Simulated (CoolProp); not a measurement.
Vapour-liquid equilibrium of n-butane (1) + acetone (2) at 477 kPa; x and y are mole fractions of (1).

Model: multi-fluid Helmholtz-energy mixture model, Bücker 2006 and Lemmon 2006; pair parameters Bell 2016, in CoolProp.

**Question.** Give the bubble temperature and the first vapour's composition at x = 0.125, 0.8, 0.95. Is there an azeotrope?

**Answer.** x = 0.125: 352.8 K, y = 0.572; x = 0.8: 324.0 K, y = 0.898; x = 0.95: 322.1 K, y = 0.963. No azeotrope shows between x = 0.05 and 0.95.

Pair parameters are fitted to limited data, so mixtures are less certain than the pure fluids. With so large a gap from Raoult's law the liquid may split in two, which this calculation doesn't test in full.
